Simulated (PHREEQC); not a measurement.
Consider water at 20 °C with 0.11 mol/kgw NH4Br and 0.002 mol/kgw NH4HF2. Closed to the air; pH follows from the charge balance.

All values are PHREEQC results (ion-association model, phreeqc.dat), not measurements.

This is a speciation only: nothing precipitates in the calculation.

**Question.** Estimate the pH, specific conductance, density.

**Answer.** pH 3.29; specific conductance 12500 µS/cm; density 1.004 g/cm³.

**Question.** In which forms is F present?

**Answer.** F- 65 %, HF 34 %, HF2- 0.7 % of the F.

Complexes and solids missing from the database can't appear.
